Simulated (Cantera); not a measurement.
An isothermal, constant-pressure homogeneous reactor starts with NO : N2 = 1 : 2 (molar parts), at 1925 K and 10.00 Torr. Integrator tolerance rtol = 1e-08.

Computed with Cantera and GRI-Mech 3.0 (53 species, 325 reactions). Radical loss at walls, strong at low pressure, is not modelled.

Problem. What does this change do: N2 2 to 3.3 parts?

Solution. 
| quantity | before | after |
|---|---|---|
| x(NO) at 8.00 s | 0.291 (gas-phase equilibrium 0.00561) | 0.210 (gas-phase equilibrium 0.00482) |
| x(N2O) at 8.00 s | 2.81e-5 (gas-phase equilibrium 3.77e-8) | 1.57e-5 (gas-phase equilibrium 3.33e-8) |
| x(NO2) at 8.00 s | 2.00e-5 (gas-phase equilibrium 1.12e-6) | 1.08e-5 (gas-phase equilibrium 8.02e-7) |
| x(O) at 8.00 s | 0.000553 (gas-phase equilibrium 0.00129) | 0.000415 (gas-phase equilibrium 0.00108) |
| x(O2) at 8.00 s | 0.0206 (gas-phase equilibrium 0.163) | 0.0108 (gas-phase equilibrium 0.113) |

Problem. What does this change do: temperature 1925 to 1475 K?

Solution. 
```csv
quantity,before,after
x(NO) at 8.00 s,0.291 (gas-phase equilibrium 0.00561),0.333 (gas-phase equilibrium 0.000993)
x(N2O) at 8.00 s,2.81e-5 (gas-phase equilibrium 3.77e-8),3.07e-5 (gas-phase equilibrium 7.29e-9)
x(NO2) at 8.00 s,2.00e-5 (gas-phase equilibrium 1.12e-6),1.45e-5 (gas-phase equilibrium 5.88e-7)
x(O) at 8.00 s,0.000553 (gas-phase equilibrium 0.00129),1.40e-6 (gas-phase equilibrium 1.02e-5)
x(O2) at 8.00 s,0.0206 (gas-phase equilibrium 0.163),5.69e-5 (gas-phase equilibrium 0.166)
```
